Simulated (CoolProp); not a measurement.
Model: reference Helmholtz-energy equation of state, Akasaka 2023, in CoolProp.

### Question
Give the vapour pressure (MPa), liquid density (kg/m³), vapour density (kg/m³) of saturated R1224YDZ at 403.5 K.

### Answer
```
T (K)  p (MPa)  liquid density (kg/m³)  vapour density (kg/m³)
-----  -------  ----------------------  ----------------------
403.5     2.12                     959                     156
```
